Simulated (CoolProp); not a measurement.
Properties of carbonyl sulfide along the isobar 101 kPa (Tc = 378.8 K, pc = 6369 kPa, ω = 0.098).

The numbers come from the reference Helmholtz-energy equation of state, Lemmon 2006 in CoolProp. It is a short technical equation, of lower accuracy than the large ones.

```json
[
 {"T (K)": "180.5", "phase": "liquid", "Z": "0.003205", "fugacity coefficient": "0.08192"},
 {"T (K)": "204.5", "phase": "liquid", "Z": "0.002942", "fugacity coefficient": "0.3852"},
 {"T (K)": "228.4", "phase": "gas", "Z": "0.9739", "fugacity coefficient": "0.9746"},
 {"T (K)": "252.4", "phase": "gas", "Z": "0.9812", "fugacity coefficient": "0.9815"},
 {"T (K)": "276.4", "phase": "gas", "Z": "0.9859", "fugacity coefficient": "0.9861"},
 {"T (K)": "300.4", "phase": "gas", "Z": "0.9891", "fugacity coefficient": "0.9892"},
 {"T (K)": "324.4", "phase": "gas", "Z": "0.9914", "fugacity coefficient": "0.9915"},
 {"T (K)": "348.4", "phase": "gas", "Z": "0.9931", "fugacity coefficient": "0.9932"},
 {"T (K)": "372.4", "phase": "gas", "Z": "0.9944", "fugacity coefficient": "0.9944"},
 {"T (K)": "396.4", "phase": "gas", "Z": "0.9954", "fugacity coefficient": "0.9954"}
]
```
